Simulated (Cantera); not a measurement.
A Cantera script and its output.

```python
import numpy as np
import cantera as ct

gas = ct.Solution("gri30.yaml")
gas.TPX = 1125, 230000, {'CO': 0.0041, 'O2': 0.038, 'H2O': 0.0056, 'N2': 1}
reactor = ct.IdealGasConstPressureReactor(gas, energy="off", clone=False)
net = ct.ReactorNet([reactor])
net.rtol, net.atol = 1e-08, 1e-18
show = ['CO', 'O2', 'H2O', 'NO', 'HO2', 'OH', 'O']
times = np.geomspace(0.0001, 9, 13)

steps = ct.SolutionArray(gas, extra=["t"])
rows = []
print(f"{'t/s':>10s}{'T/K':>9s}{'P/Pa':>11s}" + "".join(f"{s:>11s}" for s in show))
for t in times:
    while net.time < t:
        t_next = net.step()
        steps.append(gas.state, t=t_next)
    rows.append([np.interp(t, steps.t, y) for y in (steps.T, steps.P, *steps(*show).X.T)])
    print(f"{t:10.3e}{rows[-1][0]:9.1f}{rows[-1][1]:11.4g}" + "".join(f"{x:11.3e}" for x in rows[-1][2:]))
rate = np.gradient(steps.T, steps.t)
print("integrator steps:", len(steps.t))
if steps.T.max() > steps.T[0] + 200:
    print(f"time of steepest temperature rise: {steps.t[rate.argmax()]:.4e} s")
gas.TPX = 1125, 230000, {'CO': 0.0041, 'O2': 0.038, 'H2O': 0.0056, 'N2': 1}
gas.equilibrate("TP")
print(f"equilibrium (TP): T = {gas.T:.1f} K  " + "  ".join(f"{s} {gas[s].X[0]:.3e}" for s in show))
```

Output:

```
       t/s      T/K       P/Pa         CO         O2        H2O         NO        HO2         OH          O
 1.000e-04   1125.0    2.3e+05  3.913e-03  3.627e-02  5.345e-03  2.301e-19  1.713e-11  3.735e-11  4.349e-10
 2.587e-04   1125.0    2.3e+05  3.913e-03  3.627e-02  5.345e-03  1.567e-18  1.911e-10  1.616e-10  1.151e-09
 6.694e-04   1125.0    2.3e+05  3.913e-03  3.627e-02  5.345e-03  1.192e-17  1.949e-09  6.610e-10  3.607e-09
 1.732e-03   1125.0    2.3e+05  3.913e-03  3.627e-02  5.345e-03  1.509e-16  2.404e-08  4.369e-09  2.035e-08
 4.481e-03   1125.0    2.3e+05  3.909e-03  3.627e-02  5.344e-03  6.718e-14  1.162e-06  2.183e-07  8.278e-07
 1.159e-02   1125.0    2.3e+05  3.509e-03  3.607e-02  5.336e-03  1.250e-10  5.049e-06  3.136e-06  7.788e-06
 3.000e-02   1125.0    2.3e+05  2.432e-03  3.555e-02  5.339e-03  1.021e-09  4.235e-06  2.849e-06  5.664e-06
 7.762e-02   1125.0    2.3e+05  1.118e-03  3.492e-02  5.347e-03  3.483e-09  2.718e-06  2.186e-06  2.717e-06
 2.008e-01   1125.0    2.3e+05  2.824e-04  3.452e-02  5.353e-03  6.168e-09  1.091e-06  1.391e-06  6.991e-07
 5.196e-01   1125.0    2.3e+05  3.583e-05  3.440e-02  5.355e-03  7.763e-09  2.004e-07  7.799e-07  8.663e-08
 1.344e+00   1125.0    2.3e+05  2.008e-06  3.438e-02  5.355e-03  1.121e-08  1.319e-08  4.046e-07  8.394e-09
 3.478e+00   1125.0    2.3e+05  4.562e-08  3.438e-02  5.355e-03  1.293e-08  8.778e-10  2.218e-07  1.957e-09
 9.000e+00   1125.0    2.3e+05  1.130e-10  3.438e-02  5.355e-03  1.316e-08  4.863e-10  1.734e-07  1.178e-09
integrator steps: 1173
equilibrium (TP): T = 1125.0 K  CO 3.722e-11  O2 3.436e-02  H2O 5.355e-03  NO 4.756e-05  HO2 4.039e-10  OH 1.210e-07  O 5.678e-10
```

Detailed kinetics in Cantera: GRI-Mech 3.0 (53 species, 325 reactions).
